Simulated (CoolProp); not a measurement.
A simple Rankine cycle with R1233zd(E): condensing at 315.15 K, boiler at 2.1 MPa, turbine inlet 413.2 K, turbine efficiency 0.7, pump efficiency 0.6, no recuperator. Each further row changes one setting.

Model: reference Helmholtz-energy equation of state, Akasaka 2022, in CoolProp.

| case | thermal efficiency (%) | net work (kJ/kg) | heat in (kJ/kg) | turbine exit temperature (K) | volume ratio over the turbine |
|---|---|---|---|---|---|
| as stated | 11.7 | 27.7 | 238 | 347.3 | 11.1 |
| turbine inlet 433.2 K | 11.8 | 31.0 | 263 | 371.9 | 10.2 |
| condensing temperature 307.15 K | 12.6 | 31.2 | 247 | 342.2 | 14.3 |
| boiler pressure 1.47 MPa | 10.4 | 26.2 | 252 | 364.8 | 6.83 |
| turbine efficiency 0.6 | 9.8 | 23.4 | 238 | 352.2 | 11.2 |
